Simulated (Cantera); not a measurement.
## Transport properties of process gases

Gas mixture: 10.3 % CH4, 17.6 % C2H6, 72.1 % CO2, at 0.0118 atm, frozen composition.

Cantera's kinetic-theory transport with the Lennard-Jones parameters of GRI-Mech 3.0, ideal gas; thermal conductivity in the multicomponent form. The composition is frozen, though it would react at the higher temperatures.

```json
[
 {"T (K)": "400", "ρ (kg/m³)": "0.0140", "cp (J/kg/K)": "1174", "μ (µPa s)": "18.1", "λ (mW/m/K)": "29.0", "Pr": "0.732", "D (cm²/s) CH4": "24.3", "D (cm²/s) CH3": "25.1", "D (cm²/s) O": "36.1"},
 {"T (K)": "600", "ρ (kg/m³)": "0.00930", "cp (J/kg/K)": "1431", "μ (µPa s)": "25.5", "λ (mW/m/K)": "49.7", "Pr": "0.733", "D (cm²/s) CH4": "50.3", "D (cm²/s) CH3": "52.0", "D (cm²/s) O": "73.2"},
 {"T (K)": "800", "ρ (kg/m³)": "0.00698", "cp (J/kg/K)": "1621", "μ (µPa s)": "31.8", "λ (mW/m/K)": "70.5", "Pr": "0.731", "D (cm²/s) CH4": "83.0", "D (cm²/s) CH3": "85.7", "D (cm²/s) O": "120"},
 {"T (K)": "1000", "ρ (kg/m³)": "0.00558", "cp (J/kg/K)": "1768", "μ (µPa s)": "37.4", "λ (mW/m/K)": "90.6", "Pr": "0.729", "D (cm²/s) CH4": "122", "D (cm²/s) CH3": "125", "D (cm²/s) O": "174"},
 {"T (K)": "1200", "ρ (kg/m³)": "0.00465", "cp (J/kg/K)": "1876", "μ (µPa s)": "42.5", "λ (mW/m/K)": "110", "Pr": "0.727", "D (cm²/s) CH4": "166", "D (cm²/s) CH3": "171", "D (cm²/s) O": "236"},
 {"T (K)": "1400", "ρ (kg/m³)": "0.00399", "cp (J/kg/K)": "1960", "μ (µPa s)": "47.2", "λ (mW/m/K)": "128", "Pr": "0.726", "D (cm²/s) CH4": "215", "D (cm²/s) CH3": "221", "D (cm²/s) O": "306"}
]
```
D: mixture-averaged diffusion coefficient of that species in the mixture.
